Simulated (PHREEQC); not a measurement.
Metal-bearing waste water: an equilibrium model

Make-up at 30 °C: 0.037 mol CuSO4, 0.29 mol ZnCl2 and 0.03 mol NaHCO3 per kg of water. Closed to the air; pH follows from the charge balance.

The numbers come from PHREEQC with the ion-association model, wateq4f.dat.

No solid was allowed to form.

Problem. Predict the pH.

Solution. pH 5.84.

Problem. In which forms is Na present?

Solution. Na+ 99 %, NaSO4- 1.3 % of the Na.

Examples of supersaturated solids here: Atacamite, Malachite. Others may be too. Caution: at this ionic strength the ion-association model is outside its range; a Pitzer model would be the better tool where its parameters exist.
